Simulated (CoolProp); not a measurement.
CH2F2 (R32) along the isobar 21500 kPa: fugacity coefficient from the reference equation and from simpler models built on Tc = 351.3 K, pc = 5783 kPa, ω = 0.277; each cubic takes its own stable root.

Values from CoolProp's reference Helmholtz-energy equation of state, Tillner-Roth 1997.

```csv
T (K),phase,reference,van der Waals,Redlich-Kwong,Soave-Redlich-Kwong,Peng-Robinson
228.9,liquid,0.01043,0.07986,0.02225,0.01196,0.01122
243.7,liquid,0.01918,0.1034,0.03701,0.02230,0.02076
258.4,liquid,0.03224,0.1294,0.05681,0.03787,…
273.1,liquid,0.05047,…,0.08192,0.05972,0.05511
287.8,liquid,0.07441,0.1885,0.1122,0.08851,0.08151
302.5,liquid,0.1043,0.2207,0.1472,0.1244,0.1145
317.3,liquid,0.1404,0.2545,0.1865,0.1675,0.1541
332,liquid,0.1816,…,0.2288,0.2164,0.1991
346.7,liquid,0.2275,0.3240,0.2735,0.2702,0.2488
361.4,supercritical,0.2770,0.3593,0.3195,0.3274,0.3018
376.1,supercritical,0.3290,0.3945,0.3661,…,0.3565
390.8,supercritical,0.3821,0.4293,0.4122,0.4456,0.4115
405.6,supercritical,0.4353,0.4637,0.4575,0.5036,0.4656
420.3,supercritical,0.4865,0.4970,0.5007,0.5585,0.5170
435,supercritical,0.5350,0.5293,0.5416,0.6099,0.5653
```

### Question
What belongs in the gaps?

### Answer

- 258.4, Peng-Robinson: 0.03507
- 273.1, van der Waals: 0.1579
- 332, van der Waals: 0.2890
- 376.1, Soave-Redlich-Kwong: 0.3865
